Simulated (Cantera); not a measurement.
What does this Cantera script print?

```python
import numpy as np
import cantera as ct

gas = ct.Solution("gri30.yaml")
gas.TP = 300, 230000
flame = ct.CounterflowDiffusionFlame(gas, width=0.02)
flame.fuel_inlet.X, flame.fuel_inlet.T = {'CH4': 1, 'N2': 0.86}, 350
flame.oxidizer_inlet.X, flame.oxidizer_inlet.T = {'O2': 0.21, 'N2': 0.79}, 325
flame.set_refine_criteria(ratio=3, slope=0.12, curve=0.24, prune=0.03)
show = ['OH', 'H', 'NO', 'CO', 'C2H2']

rows = []
print(f"{'mdot':>8s}{'a_max':>10s}{'a_mean':>10s}{'Tmax/K':>9s}" + "".join(f"{s:>11s}" for s in show) + "   (peak mole fractions)")
for i, mdot in enumerate([0.57, 0.76, 1, 1.3, 1.8, 2.4, 3.2, 4.2, 5.6]):  # kg/m2/s on the oxidiser side
    flame.oxidizer_inlet.mdot, flame.fuel_inlet.mdot = mdot, 0.98 * mdot
    flame.solve(loglevel=0, auto=(i == 0))
    if flame.T.max() < max(350, 325) + 100:
        print(f"{mdot:8.3g}  no burning solution found from the previous one")
        break
    dT = np.abs(np.gradient(flame.T, flame.grid))
    rows.append([flame.strain_rate("max"), flame.strain_rate("mean"), flame.T.max(),
                 *(flame.X[gas.species_index(s)].max() for s in show), max(dT[0], dT[-1]) / dT.max()])
    print(f"{mdot:8.3g}{rows[-1][0]:10.1f}{rows[-1][1]:10.1f}{rows[-1][2]:9.1f}" + "".join(f"{x:11.3e}" for x in rows[-1][3:-1]))
```

Output:

```
    mdot     a_max    a_mean   Tmax/K         OH          H         NO         CO       C2H2   (peak mole fractions)
    0.57     138.9      28.0   2028.2  4.466e-03  1.508e-03  1.789e-04  3.246e-02  6.843e-03
    0.76     179.4      37.3   2017.7  4.529e-03  1.579e-03  1.672e-04  3.230e-02  6.191e-03
       1     230.0      49.1   2006.9  4.564e-03  1.641e-03  1.541e-04  3.222e-02  5.624e-03
     1.3     292.7      63.8   1995.1  4.571e-03  1.696e-03  1.396e-04  3.218e-02  5.098e-03
     1.8     396.5      88.4   1980.1  4.561e-03  1.761e-03  1.205e-04  3.229e-02  4.509e-03
     2.4     520.3     117.8   1964.8  4.515e-03  1.807e-03  1.021e-04  3.250e-02  4.017e-03
     3.2     683.1     157.1   1945.0  4.390e-03  1.826e-03  8.199e-05  3.277e-02  3.502e-03
     4.2     884.1     206.2   1920.8  4.185e-03  1.803e-03  6.193e-05  3.305e-02  2.965e-03
     5.6    1160.3     274.9   1884.4  3.807e-03  1.698e-03  3.973e-05  3.335e-02  2.283e-03
```

Detailed kinetics in Cantera: GRI-Mech 3.0 (53 species, 325 reactions). GRI-Mech 3.0 has no aromatics or soot, which form on the fuel side of real flames. The maximum strain rate includes the flame's own expansion and is several times the mean.
